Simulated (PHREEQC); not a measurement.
Solution (40 °C): 0.0019 mol H2SO4 and 0.022 mol FeSO4 per kg of water. Closed to the air; pH follows from the charge balance.

All values are PHREEQC results (ion-association model, phreeqc.dat), not measurements.

No solid was allowed to form.

Task: What pH, specific conductance does the model give?

Result: pH 2.78; specific conductance 4600 µS/cm.

Task: In which forms is Fe present?

Result: Fe+2 61 %, FeSO4 38 %, FeHSO4+ 0.6 % of the Fe.

Constants without temperature data keep their 25 °C values here.
